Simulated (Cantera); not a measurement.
## Si + CO2 + N2 (thermal oxidation and active oxidation of silicon)

Charge: 1 mol Si, 0.017 mol CO2, 1.3 mol N2, equilibrated at 84.0 Pa.

Method: chemical equilibrium by Gibbs-energy minimisation in Cantera with the NASA 1993 tables (ideal gas, pure condensed phases). Candidate condensed phases: C, Si, SiC, SiO2, Si2N2O, Si3N4; 34 gas species. N2 is the only nitrogen source here; it is nearly inert below about 1500 K, so the nitride shown seldom forms there in practice. Mutual solubility and eutectic melting of coexisting phases are not modelled. Kinetics and transport are ignored.

```json
[
 {"T (K)": "925", "x N2": "1.00", "x SiO": "<1e-12", "x CO": "7.22e-10", "x Si": "<1e-12", "x Si2N": "<1e-12", "n C(graphite)": "0.0170", "n Si2N2O(s)": "0.0340", "n Si3N4(s)": "0.311", "n SiC(s)": "0"},
 {"T (K)": "1025", "x N2": "1.00", "x SiO": "<1e-12", "x CO": "4.87e-8", "x Si": "<1e-12", "x Si2N": "<1e-12", "n C(graphite)": "0.0170", "n Si2N2O(s)": "0.0340", "n Si3N4(s)": "0.311", "n SiC(s)": "0"},
 {"T (K)": "1125", "x N2": "1.000", "x SiO": "7.06e-11", "x CO": "1.53e-6", "x Si": "<1e-12", "x Si2N": "<1e-12", "n C(graphite)": "0.0170", "n Si2N2O(s)": "0.0340", "n Si3N4(s)": "0.311", "n SiC(s)": "0"},
 {"T (K)": "1225", "x N2": "1.000", "x SiO": "1.15e-8", "x CO": "2.73e-5", "x Si": "7.16e-12", "x Si2N": "<1e-12", "n C(graphite)": "0.0170", "n Si2N2O(s)": "0.0340", "n Si3N4(s)": "0.311", "n SiC(s)": "0"},
 {"T (K)": "1325", "x N2": "1.000", "x SiO": "8.57e-7", "x CO": "9.64e-5", "x Si": "1.22e-9", "x Si2N": "1.35e-12", "n C(graphite)": "0", "n Si2N2O(s)": "0.0339", "n Si3N4(s)": "0.305", "n SiC(s)": "0.0169"},
 {"T (K)": "1425", "x N2": "1.000", "x SiO": "3.45e-5", "x CO": "0.000258", "x Si": "1.00e-7", "x Si2N": "3.71e-10", "n C(graphite)": "0", "n Si2N2O(s)": "0.0338", "n Si3N4(s)": "0.305", "n SiC(s)": "0.0168"},
 {"T (K)": "1525", "x N2": "0.999", "x SiO": "0.000844", "x CO": "0.000605", "x Si": "4.57e-6", "x Si2N": "4.81e-8", "n C(graphite)": "0", "n Si2N2O(s)": "0.0330", "n Si3N4(s)": "0.306", "n SiC(s)": "0.0166"},
 {"T (K)": "1625", "x N2": "0.985", "x SiO": "0.0139", "x CO": "0.00126", "x Si": "0.000131", "x Si2N": "3.42e-6", "n C(graphite)": "0", "n Si2N2O(s)": "0.0239", "n Si3N4(s)": "0.309", "n SiC(s)": "0.0162"}
]
```
x: gas mole fraction; n: condensed amount in mol.

From 925 K to 1225 K the condensed part is C(graphite) + Si2N2O(s) + Si3N4(s). From 1325 K to 1625 K the condensed part is SiC(s) + Si2N2O(s) + Si3N4(s).
